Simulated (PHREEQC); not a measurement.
2.2 g of hydrous ferric oxide (600 m²/g; 0.2 weak and 0.005 strong sites per Fe, Dzombak-Morel constants, diffuse double layer) in 1 kg of water with 0.05 mol/kgw of an inert sodium salt and 0.0039 mol ZnSO4, 0.00099 mol Na2SO4 and 0.00018 mol H3BO3, at 25 °C; the pH is set by adding NaOH or the inert anion's acid. Oxygen alone is held at its pressure in air (log pO2 = -0.68). No CO2 enters from the air. Nothing may precipitate in this run.

All values are PHREEQC results (ion-association model, wateq4f.dat), not measurements.

```tsv
pH	S sorbed (%)	Zn sorbed (%)	B sorbed (%)	surface charge σ (C/m²)	surface potential ψ (mV)
4	43.3	0.2	0.0	0.056	71
4.67	41.8	2.1	0.0	0.054	70
5.33	(withheld)	5.5	0.2	0.049	(withheld)
6	29.0	28.2	0.4	0.043	60
6.67	24.4	63.7	0.4	0.044	62
7.33	23.0	79.1	0.2	(withheld)	68
8	(withheld)	(withheld)	0.1	0.060	76
8.67	10.4	81.3	0.0	0.064	78
9.33	2.0	(withheld)	0.0	0.043	(withheld)
10	0.1	67.0	0.0	0.016	(withheld)
10.67	0.0	62.9	0.0	-0.006	-11
11.33	0.0	57.5	0.0	-0.036	-52
12	0.0	44.3	0.0	-0.109	-98
```

Question: Fill in the missing entries.

Answer: 
- 5.33, S sorbed (%): 37.0
- 5.33, surface potential ψ (mV): 66
- 7.33, surface charge σ (C/m²): 0.051
- 8, S sorbed (%): 18.9
- 8, Zn sorbed (%): 83.9
- 9.33, Zn sorbed (%): 72.8
- 9.33, surface potential ψ (mV): 61
- 10, surface potential ψ (mV): 27

Along this series the solution becomes supersaturated in solids that the run did not let form, among them Zincite(c), Zn4(OH)6SO4.
